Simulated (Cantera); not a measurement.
Input: 1 mol PbO, 0.039 mol CO, 0.15 mol N2, held at 1100 °C.

Cantera equilibrium calculation (NASA polynomials, part measured and part estimated; ideal gas, pure solids and liquids). Candidate condensed phases: C, Pb, PbO, PbO2, Pb3O4; 27 gas species. Gases not in the tables: (PbO)n polymers. Equilibrium is a limit: real reactors are often held back by kinetics, nucleation or transport.

Q: At 2.03 Torr, list the 6 most abundant gas species with their mole fractions, and the condensed phases.

A: PbO 0.553, N2 0.236, Pb 0.120, CO2 0.0614, O2 0.0294, NO 0.000127. Condensed: PbO(l).
